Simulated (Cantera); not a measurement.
Input (Python, Cantera) and output of one run.

```python
import numpy as np
import cantera as ct

gas_names = [...]  # 123 gases of nasa_gas.yaml made of C, H, O, Si
cond_names = """
    C(gr) C6H6(L) C7H8(L) C8H18(L),n-octa H2O(s) H2O(L) Si(cr) Si(L) SiC(b) SiO2(Lqz) SiO2(hqz) SiO2(L)
""".split()


# ... load() reads the species with a 1 bar reference pressure and builds the phases ...
atoms = {
    'SiC': {'Si': 1, 'C': 1},
    'O2': {'O': 2},
    'H2': {'H': 2},
}
top_T = {'C(gr)': 4500, 'SiC(b)': 3050}  # K; cautious upper limits of use, not melting points


# ... equilibrate(T, P, feed) seeds the gas with the atoms and calls Mixture.equilibrate('TP', solver="vcs", rtol=1e-11, max_steps=5000) ...
results = []
feed = {'SiC': 1, 'O2': 0.0084, 'H2': 3.3}  # mol
T = 1548.15  # K
P = 101325  # Pa
mix = equilibrate(T, P, feed)
results.append((T, P, feed, dict(zip(mix.species_names, mix.species_moles))))
x = sorted(zip(gas.X, gas.species_names), reverse=True)
print(f"T = {T:g} K  P = {P:g} Pa  gas = {mix.phase_moles(0):.4g} mol")
print("   x: " + "  ".join(f"{s} {v:.3e}" for v, s in x if v > 1e-05))
print("   condensed (mol): " + ("  ".join(f"{mix.phase(i).name} {mix.phase_moles(i):.4g}"
      for i in range(1, mix.n_phases) if mix.phase_moles(i) > 1e-12) or "none"))
```

Result:

```
T = 1548.15 K  P = 101325 Pa  gas = 3.306 mol
   x: H2 9.977e-01  CO 1.653e-03  SiO 3.407e-04  CH4 2.223e-04  H 3.061e-05  H2O 1.907e-05
   condensed (mol): SiC(b) 0.9938  SiO2(hqz) 0.005073
```

Cantera equilibrium calculation (NASA polynomials, part measured and part estimated; ideal gas, pure solids and liquids). Mutual solubility and eutectic melting of coexisting phases are not modelled. The tables hold silica as quartz up to 1696 K and as liquid above; real silica turns to tridymite and cristobalite and melts near 1996 K.
